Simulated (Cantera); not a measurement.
A Cantera script and its output.

```python
import numpy as np
import cantera as ct

gas = ct.Solution("gri30.yaml")
gas.TPX = 1025, 2700000, {'CO': 1, 'H2': 0.29, 'O2': 1.29, 'N2': 4.85}
reactor = ct.IdealGasReactor(gas, energy="on", clone=False)
net = ct.ReactorNet([reactor])
net.rtol, net.atol = 1e-08, 1e-16
show = ['CO', 'H2', 'O2', 'H2O', 'O']
times = np.geomspace(6e-06, 1, 11)

steps = ct.SolutionArray(gas, extra=["t"])
rows = []
print(f"{'t/s':>10s}{'T/K':>9s}{'P/Pa':>11s}" + "".join(f"{s:>11s}" for s in show))
for t in times:
    while net.time < t:
        t_next = net.step()
        steps.append(gas.state, t=t_next)
    rows.append([np.interp(t, steps.t, y) for y in (steps.T, steps.P, *steps(*show).X.T)])
    print(f"{t:10.3e}{rows[-1][0]:9.1f}{rows[-1][1]:11.4g}" + "".join(f"{x:11.3e}" for x in rows[-1][2:]))
rate = np.gradient(steps.T, steps.t)
print("integrator steps:", len(steps.t))
if steps.T.max() > steps.T[0] + 200:
    print(f"time of steepest temperature rise: {steps.t[rate.argmax()]:.4e} s")
gas.TPX = 1025, 2700000, {'CO': 1, 'H2': 0.29, 'O2': 1.29, 'N2': 4.85}
gas.equilibrate("UV")
print(f"equilibrium (UV): T = {gas.T:.1f} K  " + "  ".join(f"{s} {gas[s].X[0]:.3e}" for s in show))
```

Output:

```
       t/s      T/K       P/Pa         CO         H2         O2        H2O          O
 6.000e-06   1025.0    2.7e+06  1.346e-01  3.903e-02  1.736e-01  6.628e-09  4.154e-10
 1.997e-05   1025.0    2.7e+06  1.346e-01  3.903e-02  1.736e-01  4.014e-08  4.487e-10
 6.645e-05   1025.0    2.7e+06  1.346e-01  3.903e-02  1.736e-01  3.461e-07  5.764e-10
 2.212e-04   1025.1    2.7e+06  1.346e-01  3.903e-02  1.736e-01  4.380e-06  1.246e-09
 7.360e-04   1027.9  2.707e+06  1.344e-01  3.894e-02  1.735e-01  9.093e-05  6.341e-09
 2.449e-03   2604.6  6.287e+06  3.762e-03  1.627e-04  9.518e-02  4.055e-02  9.352e-04
 8.152e-03   2569.0  6.198e+06  3.266e-03  1.453e-04  8.731e-02  4.080e-02  7.616e-04
 2.713e-02   2569.0  6.198e+06  3.266e-03  1.453e-04  8.731e-02  4.080e-02  7.616e-04
 9.029e-02   2569.0  6.198e+06  3.266e-03  1.453e-04  8.731e-02  4.080e-02  7.616e-04
 3.005e-01   2569.0  6.198e+06  3.266e-03  1.453e-04  8.731e-02  4.080e-02  7.616e-04
 1.000e+00   2569.0  6.198e+06  3.266e-03  1.453e-04  8.731e-02  4.080e-02  7.616e-04
integrator steps: 1801
time of steepest temperature rise: 2.4384e-03 s
equilibrium (UV): T = 2569.0 K  CO 3.266e-03  H2 1.453e-04  O2 8.731e-02  H2O 4.080e-02  O 7.616e-04
```

Cantera simulation using GRI-Mech 3.0 (53 species, 325 reactions); the numbers are that mechanism's predictions, not measurements. The hydrogen kinetics of GRI-Mech 3.0 are dated; newer H2 mechanisms differ, most at raised pressure. The pressure lies above the range GRI-Mech 3.0 was tuned for (to about 10 atm).
